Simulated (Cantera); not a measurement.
Charge: 1 mol SiC, 0.57 mol H2O, 5.6 mol H2, 1.4 mol CO2, at 1250 °C and 0.563 Torr.

These are equilibrium values from Cantera (NASA tables, ideal gas, pure condensed phases), not measurements of a reactor. Candidate condensed phases: C, C6H6, C7H8, C8H18, H2O, Si, SiC, SiO2; 123 gas species. Kinetics and transport are ignored.

Base state: H2 0.646, CO 0.250, SiO 0.103, H 0.000678 (mole fractions); condensed: SiC(s).

**Question.** What changes in the equilibrium state with this change: temperature from 1250 °C to 850 °C?

**Answer.** 
```
species                before    after
-------------------  --------  -------
H2                      0.646    0.818
CO                      0.250    0.182
CH4                   5.21e-8  1.47e-5
SiO                     0.103  1.06e-7
H                    0.000678  1.41e-6
SiC(s), mol            0.0150        0
C(graphite), mol            0     1.03
SiO2(β-quartz), mol         0    1.000
```

**Question.** What changes in the equilibrium state with this change: temperature from 1250 °C to 725 °C?

**Answer.** 
```json
[
 {"species": "H2", "before": "0.646", "after": "0.818"},
 {"species": "CO", "before": "0.250", "after": "0.182"},
 {"species": "CH4", "before": "5.21e-8", "after": "4.89e-5"},
 {"species": "SiO", "before": "0.103", "after": "<1e-9"},
 {"species": "H", "before": "0.000678", "after": "7.13e-8"},
 {"species": "CO2", "before": "3.52e-7", "after": "1.46e-5"},
 {"species": "SiC(s), mol", "before": "0.0150", "after": "0"},
 {"species": "C(graphite), mol", "before": "0", "after": "1.03"},
 {"species": "SiO2(β-quartz), mol", "before": "0", "after": "1.00"}
]
```

**Question.** What changes in the equilibrium state with this change: temperature from 1250 °C to 1077 °C?

**Answer.** 
```json
[
 {"species": "H2", "before": "0.646", "after": "0.746"},
 {"species": "CO", "before": "0.250", "after": "0.250"},
 {"species": "SiO", "before": "0.103", "after": "0.00411"},
 {"species": "H", "before": "0.000678", "after": "7.52e-5"},
 {"species": "SiC(s), mol", "before": "0.0150", "after": "0.332"},
 {"species": "SiO2(β-quartz), mol", "before": "0", "after": "0.634"}
]
```
Mutual solubility and eutectic melting of coexisting phases are not modelled. The tables hold silica as quartz up to 1696 K and as liquid above; real silica turns to tridymite and cristobalite and melts near 1996 K.
